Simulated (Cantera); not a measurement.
What does this Cantera script print?

```python
import numpy as np
import cantera as ct

gas = ct.Solution("gri30.yaml")
gas.TPX = 1525, 3100, {'CH4': 0.024, 'H2': 1, 'H': 0.013}
reactor = ct.IdealGasConstPressureReactor(gas, energy="off", clone=False)
net = ct.ReactorNet([reactor])
net.rtol, net.atol = 1e-08, 1e-18
show = ['CH4', 'H2', 'H', 'C2H', 'CH2']
times = np.geomspace(1e-05, 10, 13)

steps = ct.SolutionArray(gas, extra=["t"])
rows = []
print(f"{'t/s':>10s}{'T/K':>9s}{'P/Pa':>11s}" + "".join(f"{s:>11s}" for s in show))
for t in times:
    while net.time < t:
        t_next = net.step()
        steps.append(gas.state, t=t_next)
    rows.append([np.interp(t, steps.t, y) for y in (steps.T, steps.P, *steps(*show).X.T)])
    print(f"{t:10.3e}{rows[-1][0]:9.1f}{rows[-1][1]:11.4g}" + "".join(f"{x:11.3e}" for x in rows[-1][2:]))
rate = np.gradient(steps.T, steps.t)
print("integrator steps:", len(steps.t))
if steps.T.max() > steps.T[0] + 200:
    print(f"time of steepest temperature rise: {steps.t[rate.argmax()]:.4e} s")
gas.TPX = 1525, 3100, {'CH4': 0.024, 'H2': 1, 'H': 0.013}
gas.equilibrate("TP")
print(f"equilibrium (TP): T = {gas.T:.1f} K  " + "  ".join(f"{s} {gas[s].X[0]:.3e}" for s in show))
```

Result:

```
       t/s      T/K       P/Pa        CH4         H2          H        C2H        CH2
 1.000e-05   1525.0       3100  2.169e-02  9.658e-01  1.107e-02  6.168e-13  1.650e-06
 3.162e-05   1525.0       3100  2.028e-02  9.673e-01  9.556e-03  2.414e-11  6.436e-06
 1.000e-04   1525.0       3100  1.959e-02  9.685e-01  8.466e-03  1.809e-10  9.038e-06
 3.162e-04   1525.0       3100  1.971e-02  9.698e-01  7.295e-03  1.030e-09  7.605e-06
 1.000e-03   1525.0       3100  2.007e-02  9.722e-01  5.076e-03  3.127e-09  4.633e-06
 3.162e-03   1525.0       3100  2.043e-02  9.750e-01  2.601e-03  3.782e-09  1.650e-06
 1.000e-02   1525.0       3100  2.051e-02  9.768e-01  1.058e-03  2.380e-09  3.438e-07
 3.162e-02   1525.0       3100  2.042e-02  9.777e-01  3.958e-04  1.106e-09  5.370e-08
 1.000e-01   1525.0       3100  2.031e-02  9.780e-01  1.678e-04  5.209e-10  1.001e-08
 3.162e-01   1525.0       3100  2.014e-02  9.782e-01  1.208e-04  4.028e-10  5.191e-09
 1.000e+00   1525.0       3100  1.967e-02  9.784e-01  1.198e-04  4.613e-10  4.994e-09
 3.162e+00   1525.0       3100  1.831e-02  9.791e-01  1.207e-04  6.439e-10  4.718e-09
 1.000e+01   1525.0       3100  1.497e-02  9.808e-01  1.231e-04  1.104e-09  4.007e-09
integrator steps: 1184
equilibrium (TP): T = 1525.0 K  CH4 2.008e-03  H2 9.875e-01  H 1.344e-04  C2H 3.080e-09  CH2 6.445e-10
```

Computed with Cantera and GRI-Mech 3.0 (53 species, 325 reactions). GRI-Mech 3.0 stops at C3 and has no aromatics, soot or wall deposition, so with more carbon than oxygen in the feed, carbon stays in small species such as C2H2 where larger ones or solid carbon would form. Radical loss at walls, strong at low pressure, is not modelled.
